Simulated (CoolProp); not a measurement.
A simple Rankine cycle with fluoroethane (R161): condensing at 307.15 K, boiler at 3.61 MPa, turbine inlet 363 K, turbine efficiency 0.6, pump efficiency 0.8, no recuperator. Each further row changes one setting.

Model: reference Helmholtz-energy equation of state, Wu 2012, in CoolProp.

```csv
case,thermal efficiency (%),net work (kJ/kg),heat in (kJ/kg),turbine exit temperature (K),volume ratio over the turbine
as stated,6.5,21.8,337,307.1,3.42
turbine inlet 383 K,7.0,27.2,391,331.6,3.23
condensing temperature 299.15 K,7.5,26.5,356,299.1,4.25
boiler pressure 2.53 MPa,5.1,19.4,380,329.5,2.20
turbine efficiency 0.5,5.2,17.4,337,307.1,3.47
```

The expansion ends wet for: as stated; condensing temperature 299.15 K; turbine efficiency 0.5.
